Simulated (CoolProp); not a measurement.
Model: reference Helmholtz-energy equation of state, Thol 2018, in CoolProp.

**Question.** For hydrogen chloride, give the phase and the cp (kJ/(kg K)), fugacity coefficient at 237.35 °C and 27.6 MPa.

**Answer.** 
- 237.35 °C and 27.6 MPa: supercritical; cp 1.32, fugacity coefficient 0.788
